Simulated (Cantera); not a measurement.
Input (Python, Cantera):

```python
import numpy as np
import cantera as ct

gas = ct.Solution("gri30.yaml")
gas.TPX = 1000, 110, {'C2H6': 1, 'N2': 4}
inlet = ct.Reservoir(gas, clone=True)

reactor = ct.IdealGasConstPressureReactor(gas, energy="off", clone=False)
exhaust = ct.Reservoir(gas, clone=True)
tau = [7.5, 1.4, 0.28, 0.053, 0.01, 0.002, 0.00038][0]
for a, b in ((inlet, reactor), (reactor, exhaust)):
    ct.MassFlowController(a, b, mdot=lambda t: reactor.mass / tau)
net = ct.ReactorNet([reactor])
show = ['C2H6', 'H', 'H2', 'CH4', 'CH3']

rows = []
print(f"{'tau/s':>10s}{'T/K':>9s}" + "".join(f"{s:>11s}" for s in show))
for tau in [7.5, 1.4, 0.28, 0.053, 0.01, 0.002, 0.00038]:
    net.initial_time = 0.0
    net.advance(30 * tau)
    before = gas.X
    net.advance(40 * tau)
    drift = np.max(np.abs(gas.X - before) / (gas.X + 1e-9))
    rows.append([gas.T, *gas[show].X, drift])
    print(f"{tau:10.3e}{gas.T:9.1f}" + "".join(f"{x:11.3e}" for x in gas[show].X))
```

Output:

```
     tau/s      T/K       C2H6          H         H2        CH4        CH3
 7.500e+00   1000.0  1.868e-01  4.238e-07  1.007e-02  9.773e-04  8.781e-06
 1.400e+00   1000.0  1.987e-01  2.119e-07  1.015e-03  6.624e-05  3.353e-06
 2.800e-01   1000.0  1.999e-01  4.423e-08  4.269e-05  4.633e-06  1.179e-06
 5.300e-02   1000.0  2.000e-01  4.594e-09  8.397e-07  4.407e-07  5.929e-07
 1.000e-02   1000.0  2.000e-01  2.451e-10  8.453e-09  2.398e-08  1.710e-07
 2.000e-03   1000.0  2.000e-01  9.883e-12  6.816e-11  1.064e-09  3.793e-08
 3.800e-04   1000.0  2.000e-01  2.974e-13  3.898e-13  3.928e-11  7.369e-09
```

Model: GRI-Mech 3.0 (53 species, 325 reactions), integrated in Cantera. GRI-Mech 3.0 stops at C3 and has no aromatics, soot or wall deposition, so with more carbon than oxygen in the feed, carbon stays in small species such as C2H2 where larger ones or solid carbon would form. Radical loss at walls, strong at low pressure, is not modelled.
